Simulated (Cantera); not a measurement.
An adiabatic, constant-volume homogeneous reactor starts with CO : H2 : O2 : N2 = 1 : 0.16 : 0.242 : 0.909 (molar parts), at 1725 K and 2.07 atm. Integrator tolerance rtol = 1e-08.

Computed with Cantera and GRI-Mech 3.0 (53 species, 325 reactions). The hydrogen kinetics of GRI-Mech 3.0 are dated; newer H2 mechanisms differ, most at raised pressure. Above 3000 K some thermodynamic fits are extrapolated.

Task: What does this change do: H2 0.16 to 0.098 parts?

Result: 
```csv
quantity,before,after
time of steepest temperature rise,6.82 µs,8.90 µs
temperature at 4.00 s,3058 K,3067 K
equilibrium temperature,3058 K,3067 K
x(CO) at 4.00 s,0.332 (gas-phase equilibrium 0.332),0.328 (gas-phase equilibrium 0.328)
x(H2) at 4.00 s,0.0152 (gas-phase equilibrium 0.0152),0.00812 (gas-phase equilibrium 0.00812)
x(O2) at 4.00 s,0.00819 (gas-phase equilibrium 0.00819),0.0113 (gas-phase equilibrium 0.0113)
x(CO2) at 4.00 s,0.136 (gas-phase equilibrium 0.136),0.153 (gas-phase equilibrium 0.153)
x(N2O) at 4.00 s,5.72e-7 (gas-phase equilibrium 5.72e-7),6.99e-7 (gas-phase equilibrium 6.99e-7)
x(NO) at 4.00 s,0.00742 (gas-phase equilibrium 0.00742),0.00893 (gas-phase equilibrium 0.00893)
```

Task: What does this change do: initial temperature 1725 to 1425 K?

Result: 
```tsv
quantity	before	after
time of steepest temperature rise	6.82 µs	15.4 µs
temperature at 4.00 s	3058 K	2974 K
equilibrium temperature	3058 K	2974 K
x(CO) at 4.00 s	0.332 (gas-phase equilibrium 0.332)	0.324 (gas-phase equilibrium 0.324)
x(H2) at 4.00 s	0.0152 (gas-phase equilibrium 0.0152)	0.0151 (gas-phase equilibrium 0.0151)
x(O2) at 4.00 s	0.00819 (gas-phase equilibrium 0.00819)	0.00487 (gas-phase equilibrium 0.00487)
x(CO2) at 4.00 s	0.136 (gas-phase equilibrium 0.136)	0.149 (gas-phase equilibrium 0.149)
x(N2O) at 4.00 s	5.72e-7 (gas-phase equilibrium 5.72e-7)	4.34e-7 (gas-phase equilibrium 4.34e-7)
x(NO) at 4.00 s	0.00742 (gas-phase equilibrium 0.00742)	0.00521 (gas-phase equilibrium 0.00521)
```
